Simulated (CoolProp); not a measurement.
Computed with CoolProp (reference Helmholtz-energy equation of state, Lemmon 2006). It is a short technical equation, of lower accuracy than the large ones.

**Question.** For neopentane, give the phase and the cv (kJ/(kg K)), speed of sound (m/s) at 484.2 K and 0.192 MPa.

**Answer.** 
- 484.2 K and 0.192 MPa: gas; cv 2.41, speed of sound 239
